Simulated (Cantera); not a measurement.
A closed system holds: 1 mol C, 0.033 mol H₂O, at 0.00450 bar.

These are equilibrium values from Cantera (NASA tables, ideal gas, pure condensed phases), not measurements of a reactor. Candidate condensed phases: C, C₆H₆, C₇H₈, C₈H₁₈, H₂O; 131 gas species. Ions and electrons are included (thermal ionisation). The numbers say what is thermodynamically allowed, not how fast it happens.

Task: Which condensed phases are stable at each of these points (T (K)): 2500, 2750, 3000, 3250, 3500, 3750, 4000, 4250, 4500, 4750, 5000?

Result: 
| T (K) | condensed phases | C condensed (%) |
|---|---|---|
| 2500 | C(graphite) | 96.6 |
| 2750 | C(graphite) | 96.5 |
| 3000 | C(graphite) | 94.0 |
| 3250 | gas only | 0.0 |
| 3500 | gas only | 0.0 |
| 3750 | gas only | 0.0 |
| 4000 | gas only | 0.0 |
| 4250 | gas only | 0.0 |
| 4500 | gas only | 0.0 |
| 4750 | gas only | 0.0 |
| 5000 | gas only | 0.0 |

From 2500 K to 3000 K the condensed part is C(graphite). From 3250 K to 5000 K nothing is condensed.
